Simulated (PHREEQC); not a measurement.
Make-up at 25 °C: 0.0044 mol CdCl2, 0.21 mol CuCl2 and 0.003 mol Na2SO4 per kg of water. Closed to the air; pH follows from the charge balance.

The numbers come from PHREEQC with the ion-association model, wateq4f.dat.

| quantity | before | after |
|---|---|---|
| pH | 4.14 | 6.17 |
| ionic strength (mol/kgw) | 0.546 | 0.0173 |
| Cl- (mol/kgw) | 0.376 | 0.00762 |
| SO4-2 (mol/kgw) | 0.00123 | 0.00231 |
| NaSO4- (mol/kgw) | 7.52e-6 | 4.13e-5 |
| HSO4- (mol/kgw) | 2.60e-6 | 1.03e-7 |
| SI of Halite (NaCl) | -4.57 | -6.04 |
| SI of Mirabilite (Na2SO4:10H2O) | -7.29 | -6.31 |

Problem. Name the change that produced these shifts.
(A) CuCl2 left out
(B) diluted 10-fold with water
(C) CdCl2 from 0.0044 to 0.022 mol/kgw
(D) temperature from 25 to 70 °C
(E) CdCl2 replaced by CsCl at the same molality

Solution. A, CuCl2 left out

No solid was allowed to form. Some of these states are supersaturated (in Atacamite, Antlerite, for instance).
